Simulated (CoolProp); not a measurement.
Carbonyl sulfide at several states: density (kg/m³) from the reference equation and from simpler models built on Tc = 105.6 °C, pc = 6369 kPa, ω = 0.098; each cubic takes its own stable root.

Values from CoolProp's reference Helmholtz-energy equation of state, Lemmon 2006. It is a short technical equation, of lower accuracy than the large ones.

```tsv
T (°C)	p (kPa)	phase	reference	ideal gas	van der Waals	Redlich-Kwong	Soave-Redlich-Kwong
133.85	16.9	gas	0.3002	0.3000	0.3002	0.3002	0.3002
225.45	5640	gas	93.59	?	95.34	?	?
-17.25	125	gas	3.610	3.529	3.582	3.602	3.604
253.15	17400	supercritical	325.3	238.9	347.2	?	?
```

Task: Fill in the missing entries.

Result: 
- 225.45, ideal gas: 81.73
- 225.45, Redlich-Kwong: 94.36
- 225.45, Soave-Redlich-Kwong: 92.94
- 253.15, Redlich-Kwong: 325.1
- 253.15, Soave-Redlich-Kwong: 306.8
